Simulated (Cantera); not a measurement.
Cantera with NASA thermochemical tables; ideal gases at 1 bar, condensed phases pure. Values are per mole of reaction as written; species without (g) are pure solids or liquids, kept so even where they would boil at 1 bar.

Task: Between 1900 and 2500 K, where is each reaction favourable under standard conditions?
- 2 NbO₂(g) + NO(g) → N(g) + Nb₂O₅
- N₂O(g) + 2 NbO₂ → Nb₂O₅ + 2 N(g)

Result: 
- 2 NbO₂(g) + NO(g) → N(g) + Nb₂O₅: ΔG° is -326 kJ at 1900 K and -146 kJ at 2500 K; it stays negative (K > 1). ΔH° is -861 kJ and ΔS° -286 J/K at 2500 K.
- N₂O(g) + 2 NbO₂ → Nb₂O₅ + 2 N(g): ΔG° is 320 kJ at 1900 K and 237 kJ at 2500 K; it stays positive (K < 1). ΔH° is 500 kJ and ΔS° 105 J/K at 2500 K.
